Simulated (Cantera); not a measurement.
An isothermal, constant-pressure homogeneous reactor starts with CH₄ : N₂ = 1 : 34 (molar parts), at 1848 K and 1330 Pa.

Detailed kinetics in Cantera: GRI-Mech 3.0 (53 species, 325 reactions). GRI-Mech 3.0 stops at C3 and has no aromatics, soot or wall deposition, so with more carbon than oxygen in the feed, carbon stays in small species such as C2H2 where larger ones or solid carbon would form. Radical loss at walls, strong at low pressure, is not modelled.

x: mole fraction; the columns are a selection and need not sum to one.

| t (s) | x CH₄ | x C₂H₂ | x C₂H₆ | x CH₃ | x HCN |
|---|---|---|---|---|---|
| 0.000500 | 0.0285 | 5.92e-11 | 3.89e-10 | 3.05e-5 | <1e-12 |
| 0.00126 | 0.0285 | 3.12e-9 | 4.64e-9 | 7.93e-5 | 6.44e-12 |
| 0.00316 | 0.0284 | 1.38e-7 | 4.02e-8 | 0.000201 | 7.14e-11 |
| 0.00793 | 0.0280 | 5.63e-6 | 2.82e-7 | 0.000499 | ___ |
| 0.0199 | 0.0260 | 0.000207 | 1.51e-6 | 0.00112 | ___ |
| 0.0501 | 0.0167 | 0.00386 | 2.32e-6 | 0.00135 | ___ |
| 0.126 | 0.00611 | 0.0104 | 5.19e-7 | 0.000628 | ___ |
| 0.316 | 0.00154 | 0.0130 | 6.08e-8 | 0.000219 | ___ |
| 0.795 | 0.000275 | 0.0137 | 3.84e-9 | 5.73e-5 | ___ |
| 2.00 | 4.14e-5 | 0.0138 | 1.48e-10 | 1.18e-5 | ___ |
| 5.02 | 3.28e-6 | 0.0138 | 1.44e-12 | 1.21e-6 | 0.000102 |
| 12.6 | 1.59e-7 | 0.0138 | <1e-12 | 7.04e-8 | 0.000106 |
| 31.7 | 8.54e-8 | 0.0138 | <1e-12 | 3.90e-8 | 0.000107 |
| 79.6 | 7.88e-8 | 0.0138 | <1e-12 | 3.60e-8 | 0.000108 |
| 200 | 7.98e-8 | 0.0138 | <1e-12 | 3.65e-8 | 0.000111 |

Problem. Some entries are withheld; supply them.

Solution. 
- 0.00793, x HCN: 1.02e-9
- 0.0199, x HCN: 2.97e-8
- 0.0501, x HCN: 9.78e-7
- 0.126, x HCN: 6.69e-6
- 0.316, x HCN: 2.01e-5
- 0.795, x HCN: 4.50e-5
- 2.00, x HCN: 7.82e-5
